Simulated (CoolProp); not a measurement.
p-xylene at 596.43 K and 2.06 MPa is throttled through a valve to 0.736 MPa with no heat exchange. Each further row changes one setting.

Values from CoolProp's reference Helmholtz-energy equation of state, Zhou 2012.

```tsv
case	temperature change (K)	final density (kg/m³)
as stated	…	18.0
outlet pressure 0.221 MPa	-21.5	…
outlet pressure 0.957 MPa	…	24.2
```

Task: Fill in the missing entries.

Result: 
- as stated, temperature change (K): -16.3
- outlet pressure 0.221 MPa, final density (kg/m³): 5.06
- outlet pressure 0.957 MPa, temperature change (K): -13.9
